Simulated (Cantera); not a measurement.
Input: 1 mol Si, 0.03 mol H2O, 31 mol N2, equilibrated at 10000 Pa.

These are equilibrium values from Cantera (NASA tables, ideal gas, pure condensed phases), not measurements of a reactor. Candidate condensed phases: H2O, Si, SiO2, Si2N2O, Si3N4; 35 gas species. Kinetics and transport are ignored. All values below are at 1550 °C.

Base state: N2 0.998, SiO 0.000986, H2 0.000965, H 4.26e-5, Si 1.12e-5 (mole fractions); condensed: Si3N4(s).

Question: What changes in the equilibrium state with this change: 1.1 mol CH4 added?

Answer: 
| species | before | after |
|---|---|---|
| N2 | 0.998 | 0.931 |
| H2 | 0.000965 | 0.0660 |
| HCN | 0 | 0.00170 |
| SiO | 0.000986 | 5.32e-6 |
| CO | 0 | 0.000897 |
| HNC | 0 | 6.79e-5 |
| C2H2 (acetylene) | 0 | 1.39e-5 |
| Si | 1.12e-5 | 1.18e-6 |
| H | 4.26e-5 | 0.000352 |
| Si3N4(s), mol | 0.323 | 0 |
| C(graphite), mol | 0 | 0.0106 |
| SiC(s), mol | 0 | 1.000 |
Further candidate phases: C, C6H6, C7H8, C8H18, SiC.
